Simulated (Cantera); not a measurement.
A closed system holds: 1 mol Si2H6, 18 mol N2O, 2.5 mol N2, at 13300 Pa.

Equilibrium computed with Cantera from the NASA thermochemical tables; the gas is ideal and each condensed phase is pure. Candidate condensed phases: H2O, Si, SiO2, Si2N2O, Si3N4; 35 gas species. The feed counts by its element totals alone. The tables hold silica as quartz up to 1696 K and as liquid above; real silica turns to tridymite and cristobalite and melts near 1996 K. Gases not in the tables: Si(OH)4. Kinetics and transport are ignored.

Problem. Which condensed phases are stable at each of these points (T (K)): 1325, 1400, 1475, 1550, 1625, 1700, 1775, 1850, 1925, 2000?

Solution. 
```
T (K)  condensed phases  Si condensed (%)
-----  ----------------  ----------------
1325     SiO2(β-quartz)             100.0
1400     SiO2(β-quartz)             100.0
1475     SiO2(β-quartz)             100.0
1550     SiO2(β-quartz)             100.0
1625     SiO2(β-quartz)             100.0
1700    SiO2(condensed)             100.0
1775    SiO2(condensed)             100.0
1850    SiO2(condensed)             100.0
1925    SiO2(condensed)             100.0
2000            SiO2(l)             100.0
```

From 1325 K to 1625 K the condensed part is SiO2(β-quartz). From 1700 K to 1925 K the condensed part is SiO2(condensed). At 2000 K the condensed part is SiO2(l).
